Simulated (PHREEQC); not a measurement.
1.3 g of hydrous ferric oxide (600 m²/g; 0.2 weak and 0.005 strong sites per Fe, Dzombak-Morel constants, diffuse double layer) in 1 kg of water with 0.3 mol/kgw of an inert sodium salt and 0.00012 mol CuSO4 and 0.00013 mol CaCl2, at 25 °C; the pH is set by adding NaOH or the inert anion's acid. Oxygen is held at 0.21 atm. CO2 from the air is kept out. Nothing may precipitate in this run.

The series has 13 steps of pH, from 4 to 10.

All values are PHREEQC results (ion-association model, wateq4f.dat), not measurements.

Question: Near which pH is half of the S sorbed, and on which side is more sorbed?

Answer: Near pH 6.1, with more sorbed at lower pH.

Question: Near which pH is half of the Cu sorbed, and on which side is more sorbed?

Answer: Near pH 4.7, with more sorbed at higher pH.

Question: Near which pH is half of the Ca sorbed, and on which side is more sorbed?

Answer: Near pH 8.6, with more sorbed at higher pH.

Species that the database lacks are ignored. The database's constant for dissolved Cu(OH)2 is higher than later reviews accept.
